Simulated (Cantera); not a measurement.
A closed system holds: 1 mol SiH₂Cl₂, a varied amount of H₂O, 28 mol N₂, held at 552 °C and 1.33 mbar.

Cantera equilibrium calculation (NASA polynomials, part measured and part estimated; ideal gas, pure solids and liquids). Candidate condensed phases: H₂O, NH₄Cl, Si, SiO₂, Si₂N₂O, Si₃N₄; 47 gas species. N₂ is the only nitrogen source here; it is nearly inert below about 1500 K, so the nitride shown seldom forms there in practice. Rates play no part.

At 0.11 mol H₂O, list the 4 most abundant gas species with their mole fractions, and the condensed phases.

N₂ 0.932, HCl 0.0515, H₂ 0.0119, SiCl₄ 0.00410. Condensed: Si₂N₂O(s) + Si₃N₄(s).
